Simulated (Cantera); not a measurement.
An adiabatic, constant-volume homogeneous reactor starts with C2H4 : O2 : N2 : H2O = 1 : 3.45 : 13.4 : 1.2 (molar parts), equivalence ratio 0.87, at 1275 K and 1.38 atm.

Model: GRI-Mech 3.0 (53 species, 325 reactions), integrated in Cantera. GRI-Mech 3.0 was tuned for natural gas; its chemistry of ethylene as a main component is partial and can be far from experiment.

Q: Predict: time of steepest temperature rise; temperature at 0.500 s; equilibrium temperature; x(O2) at 0.500 s; x(H2O) at 0.500 s; x(H) at 0.500 s.

A: 
```json
{
 "time_of_steepest_temperature_rise": "0.113 ms",
 "temperature at 0.500 s": "2812 K",
 "equilibrium_temperature": "2812 K",
 "x(O2) at 0.500 s": "0.0317 (gas-phase equilibrium 0.0317)",
 "x(H2O) at 0.500 s": "0.140 (gas-phase equilibrium 0.140)",
 "x(H) at 0.500 s": "0.00483 (gas-phase equilibrium 0.00483)"
}
```
